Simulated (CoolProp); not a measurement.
Vapour-liquid equilibrium of n-octane (1) + o-xylene (2) at 1.76 kPa; x and y are mole fractions of (1).

Computed with CoolProp (multi-fluid Helmholtz-energy mixture model, Beckmüller 2019 and Zhou 2012; pair parameters Bell 2016).

Problem. Give the bubble temperature and the first vapour's composition at x = 0.05, 0.35, 0.8. Is there an azeotrope?

Solution. x = 0.05: 309.0 K, y = 0.107; x = 0.35: 303.8 K, y = 0.534; x = 0.8: 298.8 K, y = 0.885. No azeotrope shows between x = 0.05 and 0.95.

The pair parameters rest on a limited set of measurements; away from them the model extrapolates.
